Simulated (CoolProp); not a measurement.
A closed Brayton cycle with carbon dioxide: compressor inlet 326.15 K and 9.7 MPa, high pressure 28.9 MPa, turbine inlet 910 K, compressor efficiency 0.89, turbine efficiency 0.93, recuperator effectiveness 0.8 (on enthalpy, no pinch check). Each further row changes one setting.

Values from CoolProp's reference Helmholtz-energy equation of state, Span 1996.

```
case                           thermal efficiency (%)  net work (kJ/kg)  compressor to turbine work  compressor exit (K)  turbine exit (K)
-----------------------------  ----------------------  ----------------  --------------------------  -------------------  ----------------
as stated                                        33.7               115                        0.30                404.3             766.7
turbine inlet 860 K                              32.7               105                        0.32                404.3               ___
compressor inlet 336.15 K                         ___               107                         ___                  ___             766.7
high pressure 24.6 MPa                           31.7               102                        0.28                392.6             787.1
recuperator effectiveness 0.5                    24.5               115                        0.30                404.3             766.7
```

Q: Complete the blanks.

A: 
- turbine inlet 860 K, turbine exit (K): 721.7
- compressor inlet 336.15 K, thermal efficiency (%): 32.9
- compressor inlet 336.15 K, compressor to turbine work: 0.35
- compressor inlet 336.15 K, compressor exit (K): 426.1
